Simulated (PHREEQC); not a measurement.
Solution (25 °C): 0.0102 mol/kgw HF, 0.0004 mol/kgw NH4HF2 and 5e-08 mol/kgw H4SiO4. Closed to the air; pH follows from the charge balance.

Computed with PHREEQC (ion-association model, wateq4f.dat).

* **pH**: 2.67
* **ionic strength**: 0.00267 mol/kgw
* **total alkalinity**: -10.6 meq/kg

```json
[
 {"species": "HF", "molality": "0.00792", "activity": "0.00792", "log γ": "0.000"},
 {"species": "F-", "molality": "0.00260", "activity": "0.00245", "log γ": "-0.025"},
 {"species": "H+", "molality": "0.00227", "activity": "0.00216", "log γ": "-0.023"},
 {"species": "NH4+", "molality": "0.000400", "activity": "0.000378", "log γ": "-0.025"},
 {"species": "H2F2", "molality": "0.000164", "activity": "0.000164", "log γ": "0.000"},
 {"species": "HF2-", "molality": "7.89e-5", "activity": "7.45e-5", "log γ": "-0.025"},
 {"species": "SiF6-2", "molality": "5.00e-8", "activity": "4.00e-8", "log γ": "-0.097"}
]
```

This is a speciation only: nothing precipitates in the calculation. SiF6-2 is the database's only silicon fluoride.
